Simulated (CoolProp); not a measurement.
Tetrahydrofuran at 445.66 K and 3.5 MPa is throttled through a valve to 0.649 MPa with no heat exchange. Each further row changes one setting.

Values from CoolProp's reference Helmholtz-energy equation of state, Fiedler 2023.

| case | temperature change (K) | final phase | final density (kg/m³) |
|---|---|---|---|
| as stated | -35.4 | two-phase, vapour fraction 0.230 | 62.8 |
| outlet pressure 0.195 MPa | -84.9 | two-phase, vapour fraction 0.464 | 10.5 |
| outlet pressure 0.844 MPa | -22.5 | two-phase, vapour fraction 0.154 | 113 |
